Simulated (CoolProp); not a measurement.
Vapour-liquid equilibrium of isobutene (1) + acetone (2) at 282.7 K; x and y are mole fractions of (1).

The numbers come from the multi-fluid Helmholtz-energy mixture model, Lemmon 2005 and Lemmon 2006; pair parameters Bell 2016 in CoolProp.

```json
[
 {"x": "0.05", "bubble pressure (bar)": "0.3902", "y at the bubble point": "0.626", "dew pressure at overall composition x (bar)": "___", "liquid density (mol/L)": "13.62"},
 {"x": "0.2", "bubble pressure (bar)": "0.9294", "y at the bubble point": "0.859", "dew pressure at overall composition x (bar)": "0.1882", "liquid density (mol/L)": "13.10"},
 {"x": "0.35", "bubble pressure (bar)": "1.241", "y at the bubble point": "0.904", "dew pressure at overall composition x (bar)": "0.2303", "liquid density (mol/L)": "12.60"},
 {"x": "0.5", "bubble pressure (bar)": "1.413", "y at the bubble point": "0.923", "dew pressure at overall composition x (bar)": "0.2965", "liquid density (mol/L)": "12.12"},
 {"x": "0.65", "bubble pressure (bar)": "1.528", "y at the bubble point": "___", "dew pressure at overall composition x (bar)": "___", "liquid density (mol/L)": "___"},
 {"x": "0.8", "bubble pressure (bar)": "1.644", "y at the bubble point": "0.953", "dew pressure at overall composition x (bar)": "0.6925", "liquid density (mol/L)": "11.28"},
 {"x": "0.95", "bubble pressure (bar)": "1.795", "y at the bubble point": "___", "dew pressure at overall composition x (bar)": "___", "liquid density (mol/L)": "10.93"}
]
```

### Question
Fill in the missing entries.

### Answer

- 0.05, dew pressure at overall composition x (bar): 0.1590
- 0.65, y at the bubble point: 0.937
- 0.65, dew pressure at overall composition x (bar): 0.4158
- 0.65, liquid density (mol/L): 11.68
- 0.95, y at the bubble point: 0.984
- 0.95, dew pressure at overall composition x (bar): 1.623

No azeotrope shows between x = 0.05 and 0.95.

The pair parameters rest on a limited set of measurements; away from them the model extrapolates. With so large a gap from Raoult's law the liquid may split in two, which this calculation doesn't test in full.
